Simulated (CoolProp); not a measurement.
Computed with CoolProp (reference Helmholtz-energy equation of state, Lemmon 2006). It is a short technical equation, of lower accuracy than the large ones.

Task: For CH3F (R41), give the phase and the cp (kJ/(kg K)) at 359.3 K and 0.911 MPa; 392.2 K and 0.911 MPa; 425 K and 0.911 MPa.

Result: 
- 359.3 K and 0.911 MPa: gas; cp 1.29
- 392.2 K and 0.911 MPa: gas; cp 1.34
- 425 K and 0.911 MPa: gas; cp 1.39
